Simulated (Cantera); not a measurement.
An isothermal, constant-pressure homogeneous reactor starts with 43.5 % C₂H₆, 56.5 % N₂, at 1900 K and 11000 Pa.

Computed with Cantera and GRI-Mech 3.0 (53 species, 325 reactions). GRI-Mech 3.0 stops at C3 and has no aromatics, soot or wall deposition, so with more carbon than oxygen in the feed, carbon stays in small species such as C2H2 where larger ones or solid carbon would form.

x: mole fraction; the columns are a selection and need not sum to one.

| t (s) | x C₂H₆ | x C₂H | x HCN | x H₂ | x C₂H₂ | x CH₃ |
|---|---|---|---|---|---|---|
| 0.000200 | 0.000317 | … | 3.25e-6 | 0.327 | 0.176 | 0.00902 |
| 0.000580 | 0.000102 | 6.80e-6 | 3.35e-6 | 0.357 | 0.199 | 0.00479 |
| 0.00168 | 5.79e-5 | 6.72e-6 | 3.55e-6 | 0.382 | 0.209 | 0.00361 |
| 0.00488 | 2.40e-5 | … | 4.14e-6 | 0.414 | 0.218 | 0.00238 |
| 0.0141 | 5.18e-6 | … | 5.54e-6 | 0.443 | 0.226 | 0.00115 |
| 0.0410 | 6.16e-7 | 1.00e-5 | 8.04e-6 | 0.457 | 0.230 | 0.000414 |
| 0.119 | 6.23e-8 | 1.06e-5 | 1.13e-5 | 0.462 | 0.232 | 0.000132 |
| 0.345 | 1.05e-8 | 1.07e-5 | 1.51e-5 | 0.463 | 0.232 | 5.03e-5 |
| 1.00 | 5.83e-9 | 1.07e-5 | 2.13e-5 | 0.463 | 0.232 | 3.42e-5 |

**Question.** Fill in the missing entries.

**Answer.** 
- 0.000200, x C₂H: 1.00e-5
- 0.00488, x C₂H: 7.46e-6
- 0.0141, x C₂H: 8.69e-6
